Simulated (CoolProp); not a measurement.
Model: reference Helmholtz-energy equation of state, Thol 2018, in CoolProp.

**Question.** For hydrogen chloride, give the phase and the cp (kJ/(kg K)), cv (kJ/(kg K)), speed of sound (m/s) at 260.7 K and 8.59 MPa; 346.7 K and 8.59 MPa; 497.3 K and 8.59 MPa.

**Answer.** 
- 260.7 K and 8.59 MPa: liquid; cp 1.80, cv 0.919, speed of sound 781
- 346.7 K and 8.59 MPa: supercritical; cp 2.45, cv 0.871, speed of sound 272
- 497.3 K and 8.59 MPa: supercritical; cp 0.961, cv 0.600, speed of sound 390
